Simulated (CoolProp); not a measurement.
A simple Rankine cycle with water: condensing at 305.15 K, boiler at 4.91 MPa, turbine inlet 540.9 K, turbine efficiency 0.7, pump efficiency 0.6, no recuperator. Each further row changes one setting.

Computed with CoolProp (reference Helmholtz-energy equation of state, Wagner 2002).

```
case                             thermal efficiency (%)  net work (kJ/kg)  heat in (kJ/kg)  turbine exit temperature (K)  volume ratio over the turbine
-------------------------------  ----------------------  ----------------  ---------------  ----------------------------  -----------------------------
as stated                                          25.5               682             2670                         305.1                     (withheld)
turbine inlet 560.9 K                              25.7        (withheld)             2750                         305.1                            559
condensing temperature 297.15 K              (withheld)               714             2710                         297.1                     (withheld)
boiler pressure 3.44 MPa                     (withheld)        (withheld)             2750                         305.1                            396
turbine efficiency 0.6                             21.8               584             2670                         305.1                            619
```

### Question
Fill in the missing entries.

### Answer

- as stated, volume ratio over the turbine: 589
- turbine inlet 560.9 K, net work (kJ/kg): 705
- condensing temperature 297.15 K, thermal efficiency (%): 26.4
- condensing temperature 297.15 K, volume ratio over the turbine: 909
- boiler pressure 3.44 MPa, thermal efficiency (%): 24.6
- boiler pressure 3.44 MPa, net work (kJ/kg): 677

The expansion ends wet for: as stated; turbine inlet 560.9 K; condensing temperature 297.15 K; boiler pressure 3.44 MPa; turbine efficiency 0.6.
